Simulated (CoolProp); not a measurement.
Vapour pressure (MPa) of cyclopentane: the reference equation beside estimates from Tc = 238.6 °C, pc = 4.583 MPa, ω = 0.202.

Values from CoolProp's reference Helmholtz-energy equation of state, Gedanitz 2015.

```
T (°C)  reference  van der Waals  Peng-Robinson
------  ---------  -------------  -------------
89.95      0.3262         0.9842         0.3251
103.05     0.4476          1.174         0.4469
116.25     0.6014          1.388         0.6017
129.35     0.7900          1.624         0.7922
142.55      1.021          1.885          1.027
155.65      1.297          2.170          1.307
168.85      1.626          2.482          1.643
181.95      2.011          2.818          2.037
195.15      2.465          3.183          2.500
208.25      2.990          3.573          3.032
```

Absolute difference from the reference over all 10 rows, mean and median: van der Waals 89.4 and 76.0 %, Peng-Robinson 0.7 and 0.7 %.
